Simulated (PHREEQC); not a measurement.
Consider water at 15 °C with 140 mmol/kgw NaHS, 8.85 mmol/kgw NaHCO3 and 0.31 mmol/kgw CdCl2. Closed to the air; pH follows from the charge balance.

All values are PHREEQC results (ion-association model, wateq4f.dat), not measurements.

### Question
The ionic strength comes out as 0.149 mol/kgw. What activity coefficients do NaCO3-, Na+, HS-, Cl-, Cd(HS)4-2 get?

### Answer
NaCO3- 0.77, Na+ 0.76, HS- 0.73, Cl- 0.74, Cd(HS)4-2 0.34.

This is a speciation only: nothing precipitates in the calculation. The solution is supersaturated, for example in Greenockite, so a real one may precipitate; this is no full list. Species that the database lacks are ignored. The polysulfide entries of wateq4f.dat were taken out for this run.
